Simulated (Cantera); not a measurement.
Feed: 1 mol C₆H₆, 0.059 mol O₂, equilibrated at 2152 °C.

Method: chemical equilibrium by Gibbs-energy minimisation in Cantera with the NASA 1993 tables (ideal gas, pure condensed phases). Candidate condensed phases: C, C₆H₆, C₇H₈, C₈H₁₈, H₂O; 110 gas species. The numbers say what is thermodynamically allowed, not how fast it happens.

At 0.400 bar, list the 5 most abundant gas species with their mole fractions, and the condensed phases.

H₂ 0.928, CO 0.0373, H 0.0273, C₂H₂ (acetylene) 0.00725, CH₄ 5.86e-5. Condensed: C(graphite).
